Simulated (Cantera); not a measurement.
Feed: 1 mol HF, 0.023 mol O2, at 2675 K and 10.0 mbar.

These are equilibrium values from Cantera (NASA tables, ideal gas, pure condensed phases), not measurements of a reactor. Candidate condensed phases: H2O; 22 gas species. Equilibrium is a limit: real reactors are often held back by kinetics, nucleation or transport.

Base state: HF 0.905, F 0.0332, O 0.0258, H 0.0232, O2 0.00631, OH 0.00351, H2 0.00202, H2O 0.00122 (mole fractions); condensed: gas only.

Q: What changes in the equilibrium state with this change: 1.4 mol H2O added?

A: 
```csv
species,before,after
HF,0.905,0.310
H2O,0.00122,0.198
H,0.0232,0.175
H2,0.00202,0.114
F,0.0332,0.00152
OH,0.00351,0.0756
O2,0.00631,0.0518
O,0.0258,0.0739
```
